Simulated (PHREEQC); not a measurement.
3.4 g of hydrous ferric oxide (600 m²/g; 0.2 weak and 0.005 strong sites per Fe, Dzombak-Morel constants, diffuse double layer) in 1 kg of water with 0.05 mol/kgw of an inert sodium salt and 4.1 mmol/kgw BaCl2, at 25 °C; the pH is set by adding NaOH or the inert anion's acid. Oxygen is held at 0.21 atm. CO2 from the air is kept out. Nothing may precipitate in this run.

Base run: PHREEQC, ion-association model, wateq4f.dat. Each further column changes one thing. The table gives surface charge σ (C/m²).

```csv
pH,base,background salt from 0.05 to 0.005 mol/kgw,oxide from 3.4 to 17 g/kgw
4,0.305,0.250,0.312
4.5,0.251,0.191,0.259
5,0.193,0.137,0.199
6,0.097,0.062,0.099
6.5,0.065,0.040,0.065
7,0.040,0.024,0.040
7.5,0.021,0.012,0.021
8,0.006,0.004,0.006
9,-0.015,-0.007,-0.020
9.5,-0.021,-0.010,-0.038
10,-0.025,-0.012,-0.063
```
